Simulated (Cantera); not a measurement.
A closed system holds: 1 mol FeS, 2.1 mol SO2, 0.68 mol H2O, 0.52 mol SO3, at 1 atm.

Equilibrium computed with Cantera from the NASA thermochemical tables; the gas is ideal and each condensed phase is pure. Candidate condensed phases: Fe, FeO, Fe(OH)2, Fe(OH)3, FeS, FeSO4, FeS2, Fe2O3, Fe2(SO4)3, Fe3O4, H2O, H2SO4, S; 22 gas species. Metal and sulfide melt together well below either melting point, which pure phases cannot show. Mutual solubility and eutectic melting of coexisting phases are not modelled. The tables' stoichiometric FeO is somewhat more stable than real wüstite, so its field is too wide. FeO, FeS: taken at fixed stoichiometry. The numbers say what is thermodynamically allowed, not how fast it happens. All values below are at 1275 °C.

Base state: SO2 0.689, H2O 0.174, S2 0.110, S2O 0.00785, H2 0.00664, H2S 0.00641, SO 0.00553, SH 0.000526 (mole fractions); condensed: FeO(s) + FeS(l).

Q: What changes in the equilibrium state with this change: FeS replaced by MgO?

A: 
```tsv
species	before	after
SO2	0.689	0.732
H2O	0.174	0.191
O2	8.48e-9	0.0703
S2	0.110	<1e-9
S2O	0.00785	<1e-9
H2S	0.00641	<1e-9
SH	0.000526	<1e-9
S	2.30e-5	<1e-9
SO3	1.88e-6	0.00576
FeO(s), mol	0.771	0
FeS(l), mol	0.229	0
MgO(s), mol	0	1.00
```
Further candidate phases: Mg, MgO, Mg(OH)2, MgS, MgSO4.
